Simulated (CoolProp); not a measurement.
R22 along the isotherm 255.8 K: fugacity coefficient from the reference equation and from simpler models built on Tc = 369.3 K, pc = 4.990 MPa, ω = 0.221; each cubic takes its own stable root.

Computed with CoolProp (reference Helmholtz-energy equation of state, Kamei 1995).

```csv
p (MPa),phase,reference,Redlich-Kwong,Peng-Robinson
0.0789,gas,0.9809,0.9851,0.9830
0.127,gas,0.9693,0.9760,0.9726
0.206,gas,0.9501,(withheld),(withheld)
0.333,liquid,0.7627,(withheld),0.7664
0.538,liquid,0.4751,0.6891,0.4773
0.868,liquid,0.2974,0.4320,(withheld)
1.4,liquid,0.1874,0.2728,0.1881
2.27,liquid,0.1187,0.1734,0.1191
3.66,liquid,0.07675,0.1128,0.07692
5.92,liquid,0.05079,0.07531,0.05081
9.56,liquid,0.03507,0.05272,0.03497
15.4,liquid,0.02588,0.03972,0.02568
25,liquid,0.02111,0.03342,0.02076
```

Question: Fill in the missing entries.

Answer: 
- 0.206, Redlich-Kwong: 0.9611
- 0.206, Peng-Robinson: 0.9557
- 0.333, Redlich-Kwong: 0.9372
- 0.868, Peng-Robinson: 0.2987

At some of these states Redlich-Kwong gives the other phase, because its saturation line lies elsewhere.
